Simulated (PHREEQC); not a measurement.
Make-up at 20 °C: 0.071 mol HF, 6.49e-05 mol NH4HF2 and 0.26 mol H2SO4 per kg of water. Closed to the air; pH follows from the charge balance.

Computed with PHREEQC (ion-association model, wateq4f.dat).

The pH is 0.64 and the ionic strength is 0.325 mol/kgw. The activity of water comes out as 0.990 and the total alkalinity is -591 meq/kg.

```tsv
species	molality	activity	log γ
H+	0.293	0.228	-0.108
HSO4-	0.228	0.159	-0.157
HF	0.0524	0.0564	0.033
SO4-2	0.0323	0.00795	-0.609
H2F2	0.00920	0.00991	0.033
F-	0.000269	0.000180	-0.174
NH4+	5.87e-5	4.31e-5	-0.134
HF2-	5.58e-5	3.74e-5	-0.174
NH4SO4-	6.22e-6	4.41e-6	-0.149
```

This is a speciation only: nothing precipitates in the calculation. wateq4f.dat counts part of the HF as a dimer, H2F2, which phreeqc.dat doesn't know; its constant is uncertain.
